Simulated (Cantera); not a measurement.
An isothermal, constant-pressure homogeneous reactor starts with NH3 : N2 = 1 : 1.1 (molar parts), at 1600 K and 1.01 bar.

Computed with Cantera and the gas-phase N/H chemistry of the illustrative SiF4/NH3 mechanism in the Surface Chemkin manual (1991). Walls and surfaces, which speed up NH3 decomposition in real reactors, are not modelled.

x: mole fraction; the columns are a selection and need not sum to one.

| t (s) | x NH3 | x N2 | x N2H2 | x H2 | x H |
|---|---|---|---|---|---|
| 5.00e-6 | 0.476 | 0.524 | <1e-12 | 1.02e-7 | 5.00e-9 |
| 1.66e-5 | 0.476 | 0.524 | 7.77e-12 | 3.51e-7 | 5.00e-9 |
| 5.52e-5 | 0.476 | 0.524 | 1.71e-10 | 1.18e-6 | 5.01e-9 |
| 0.000183 | 0.476 | 0.524 | ? | 3.95e-6 | 5.10e-9 |
| 0.000609 | 0.476 | 0.524 | ? | 1.44e-5 | 6.38e-9 |
| 0.00202 | 0.476 | 0.524 | ? | 8.27e-5 | 1.67e-8 |
| 0.00672 | 0.476 | 0.524 | 3.17e-7 | 0.000471 | 4.63e-8 |
| 0.0223 | 0.474 | 0.524 | 3.15e-7 | 0.00181 | 1.35e-7 |
| 0.0742 | 0.470 | 0.524 | 3.10e-7 | 0.00619 | 4.23e-7 |
| 0.246 | 0.456 | 0.523 | 2.91e-7 | 0.0202 | 1.32e-6 |
| 0.818 | 0.416 | 0.523 | ? | 0.0615 | 3.96e-6 |
| 2.72 | 0.320 | 0.521 | ? | 0.158 | 1.04e-5 |
| 9.03 | 0.180 | 0.519 | ? | 0.301 | 2.09e-5 |
| 30.0 | 0.0711 | 0.517 | ? | 0.412 | 3.05e-5 |

Q: Complete the blanks.

A: 
- 0.000183, x N2H2: 2.58e-9
- 0.000609, x N2H2: 3.19e-8
- 0.00202, x N2H2: 2.23e-7
- 0.818, x N2H2: 2.41e-7
- 2.72, x N2H2: 1.45e-7
- 9.03, x N2H2: 4.81e-8
- 30.0, x N2H2: 8.17e-9
